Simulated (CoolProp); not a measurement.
1000 sccm (0 °C, 1 atm) of nitrogen bubbles through liquid n-undecane at 364.1 K and leaves saturated at a total pressure of 0.0534 MPa (ideal gas phase). Each further row changes one setting.

Values from CoolProp's reference Helmholtz-energy equation of state, Aleksandrov 2011. It is a short technical equation, of lower accuracy than the large ones.

```json
[
 {"case": "as stated", "vapour pressure (kPa)": "2.95", "mole fraction of vapour": "0.0552", "delivery (mg/min)": "407", "delivery (sccm)": "58.4", "change of delivery for a bath 1 K warmer (%)": "5.0"},
 {"case": "bath temperature 369.1 K", "vapour pressure (kPa)": "3.70", "mole fraction of vapour": "0.0693", "delivery (mg/min)": "?", "delivery (sccm)": "?", "change of delivery for a bath 1 K warmer (%)": "4.9"},
 {"case": "total pressure 0.107 MPa", "vapour pressure (kPa)": "2.95", "mole fraction of vapour": "0.0275", "delivery (mg/min)": "198", "delivery (sccm)": "?", "change of delivery for a bath 1 K warmer (%)": "4.9"}
]
```

**Question.** What belongs in the gaps?

**Answer.** 
- bath temperature 369.1 K, delivery (mg/min): 519
- bath temperature 369.1 K, delivery (sccm): 74.4
- total pressure 0.107 MPa, delivery (sccm): 28.3
